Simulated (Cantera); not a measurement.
Feed: 1 mol C₂H₄, 1.3 mol H₂O, 4.2 mol H₂, held at 29.0 Pa.

Method: chemical equilibrium by Gibbs-energy minimisation in Cantera with the NASA 1993 tables (ideal gas, pure condensed phases). Candidate condensed phases: C, C₆H₆, C₇H₈, C₈H₁₈, H₂O; 110 gas species. The numbers say what is thermodynamically allowed, not how fast it happens.

x: gas mole fraction; n: condensed amount in mol.

| T (K) | x H₂ | x H | x CO | x C₃ | n C(graphite) |
|---|---|---|---|---|---|
| 1700 | 0.845 | 0.00795 | 0.147 | 1.55e-11 | 0.699 |
| 1800 | 0.834 | 0.0192 | 0.146 | 3.95e-10 | 0.697 |
| 1900 | 0.813 | 0.0420 | 0.145 | 7.12e-9 | 0.694 |
| 2000 | 0.774 | 0.0840 | 0.142 | 9.56e-8 | 0.689 |
| 2100 | 0.709 | 0.154 | 0.136 | 9.95e-7 | 0.680 |
| 2200 | 0.611 | 0.259 | 0.129 | 8.33e-6 | 0.667 |
| 2300 | 0.484 | 0.395 | 0.119 | 5.77e-5 | 0.650 |
| 2400 | 0.343 | 0.547 | 0.107 | 0.000338 | 0.622 |
| 2500 | 0.214 | 0.684 | 0.0968 | 0.00171 | (withheld) |
| 2600 | 0.119 | 0.779 | 0.0886 | 0.00764 | (withheld) |
| 2700 | 0.0626 | 0.835 | 0.0834 | 0.0110 | (withheld) |

Complete the blanks.


- 2500, n C(graphite): 0.541
- 2600, n C(graphite): 0.218
- 2700, n C(graphite): 0
